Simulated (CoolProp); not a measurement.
Vapour-liquid equilibrium of ethane (1) + n-perfluorobutane (2) at 0.181 MPa; x and y are mole fractions of (1).

The numbers come from the multi-fluid Helmholtz-energy mixture model, Bücker 2006 and Gao 2022; pair parameters Bell 2016 in CoolProp.

| x | bubble temperature, mixture model (K) | bubble temperature, Raoult's law (K) | y, mixture model | y, Raoult's law |
|---|---|---|---|---|
| 0.05 | 256.6 | 266.5 | 0.700 | 0.560 |
| 0.2 | 211.4 | 235.3 | 0.981 | 0.920 |
| 0.35 | 202.1 | 220.6 | 0.991 | 0.974 |
| 0.5 | 200.4 | 211.7 | 0.993 | 0.989 |
| 0.65 | 200.1 | 205.5 | 0.993 | 0.995 |
| 0.8 | 199.2 | 200.9 | 0.994 | 0.998 |
| 0.95 | 197.1 | 197.1 | 0.998 | 1.000 |

The largest gap from Raoult's law is -23.9 K in bubble temperature, at x = 0.2. No azeotrope shows between x = 0.05 and 0.95.

The pair parameters rest on a limited set of measurements; away from them the model extrapolates. With so large a gap from Raoult's law the liquid may split in two, which this calculation doesn't test in full.
